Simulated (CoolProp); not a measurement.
R1234ze(Z) along the isotherm 166.85 °C: fugacity coefficient from the reference equation and from simpler models built on Tc = 150.1 °C, pc = 35.31 bar, ω = 0.327; each cubic takes its own stable root.

Computed with CoolProp (reference Helmholtz-energy equation of state, Akasaka 2019).

| p (bar) | phase | reference | van der Waals | Redlich-Kwong | Soave-Redlich-Kwong | Peng-Robinson |
|---|---|---|---|---|---|---|
| 28.3 | gas | 0.7515 | 0.7847 | 0.7654 | 0.7715 | 0.7504 |
| 56.7 | supercritical | 0.5165 | 0.5528 | 0.5346 | 0.5504 | 0.5252 |
| 85 | supercritical | 0.3887 | 0.4397 | 0.4144 | 0.4289 | 0.4036 |
| 113 | supercritical | 0.3253 | 0.3876 | 0.3553 | 0.3687 | 0.3426 |
| 142 | supercritical | 0.2873 | 0.3603 | 0.3207 | 0.3334 | 0.3059 |
| 170 | supercritical | 0.2643 | 0.3477 | 0.3007 | 0.3131 | 0.2840 |
| 198 | supercritical | 0.2492 | 0.3434 | 0.2885 | 0.3008 | 0.2698 |
| 227 | supercritical | 0.2389 | 0.3452 | 0.2814 | 0.2936 | 0.2605 |
| 255 | supercritical | 0.2325 | 0.3514 | 0.2782 | 0.2905 | 0.2550 |
| 283 | supercritical | 0.2287 | 0.3612 | 0.2777 | 0.2903 | 0.2522 |
| 312 | supercritical | 0.2268 | 0.3748 | 0.2796 | 0.2924 | 0.2514 |
| 340 | supercritical | 0.2266 | 0.3910 | 0.2832 | 0.2964 | 0.2524 |
